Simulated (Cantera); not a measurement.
Mixture: 4.11 % CH4, 3.37 % CO, 19.4 % O2, 73.1 % N2, equivalence ratio 0.51, at 1.00 bar, adiabatic and at constant volume. Ignition delay is the time to a rise of 400 K.

Model: GRI-Mech 3.0 (53 species, 325 reactions), integrated in Cantera.

Q: Predict: delay at 1275 K; delay at 1375 K; delay at 1475 K; delay at 1575 K; delay at 1675 K; apparent activation energy between 1575 and 1675 K.

A: 
```
Property                                                Result
--------------------------------------------------  ----------
delay at 1275 K                                        10.5 ms
delay at 1375 K                                        2.96 ms
delay at 1475 K                                        1.04 ms
delay at 1575 K                                       0.444 ms
delay at 1675 K                                       0.218 ms
apparent activation energy between 1575 and 1675 K  160 kJ/mol
```
